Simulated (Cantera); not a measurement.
Cantera run:

```python
import numpy as np
import cantera as ct

gas_names = [...]  # 110 gases of nasa_gas.yaml made of C, H, O
cond_names = """
    C(gr) C6H6(L) C7H8(L) C8H18(L),n-octa H2O(s) H2O(L)
""".split()


# ... load() reads the species with a 1 bar reference pressure and builds the phases ...
atoms = {
    'C2H6': {'C': 2, 'H': 6},
    'O2': {'O': 2},
    'H2': {'H': 2},
}
top_T = {'C(gr)': 4500}  # K; cautious upper limits of use, not melting points


# ... equilibrate(T, P, feed) seeds the gas with the atoms and calls Mixture.equilibrate('TP', solver="vcs", rtol=1e-11, max_steps=5000) ...
results = []
feed = {'C2H6': 1, 'O2': 0.03, 'H2': 0.46}  # mol
P = 10000  # Pa
for T in [1798, 1823, 1848, 1873, 1898, 1923, 1948, 1973, 1998, 2023, 2048, 2073, 2098]:
    mix = equilibrate(T, P, feed)
    results.append((T, P, feed, dict(zip(mix.species_names, mix.species_moles))))

top = {s: max(r[3][s] / sum(r[3][g] for g in gas_names) for r in results) for s in gas_names}
cols = sorted((s for s in top if top[s] > 1e-06), key=lambda s: -top[s])[:9]
seen = [c for c in cond_names if any(r[3].get(c, 0) > 1e-12 for r in results)]
print("log10 of partial pressures in bar; condensed amounts in mol")
print(f"{'T/K':>10s}" + "".join(f"{s[:9]:>10s}" for s in cols + seen))
for T, P, feed, n in results:
    ng = sum(n[g] for g in gas_names)
    print(f"{T:10.4g}" + "".join(f"{np.log10(max(n[s] / ng * P / 1e5, 1e-99)):10.3f}" for s in cols)
          + "".join(f"{n.get(c, 0):10.4g}" for c in seen))
```

It prints:

```
log10 of partial pressures in bar; condensed amounts in mol
       T/K        H2        CO         H C2H2,acet       CH4       CH3     C(gr)
      1798    -1.008    -2.769    -3.957    -4.771    -5.127    -6.770     1.939
      1823    -1.008    -2.769    -3.867    -4.683    -5.163    -6.717     1.938
      1848    -1.008    -2.769    -3.780    -4.598    -5.198    -6.665     1.938
      1873    -1.009    -2.769    -3.694    -4.514    -5.232    -6.615     1.938
      1898    -1.009    -2.769    -3.611    -4.433    -5.265    -6.566     1.937
      1923    -1.009    -2.769    -3.530    -4.354    -5.297    -6.518     1.937
      1948    -1.009    -2.769    -3.452    -4.278    -5.329    -6.472     1.936
      1973    -1.010    -2.769    -3.375    -4.203    -5.360    -6.427     1.935
      1998    -1.010    -2.769    -3.300    -4.130    -5.390    -6.383     1.935
      2023    -1.010    -2.770    -3.227    -4.059    -5.419    -6.340     1.934
      2048    -1.011    -2.770    -3.155    -3.990    -5.448    -6.299     1.933
      2073    -1.012    -2.770    -3.086    -3.923    -5.476    -6.259     1.931
      2098    -1.012    -2.770    -3.018    -3.858    -5.504    -6.220      1.93
```

Cantera equilibrium calculation (NASA polynomials, part measured and part estimated; ideal gas, pure solids and liquids).
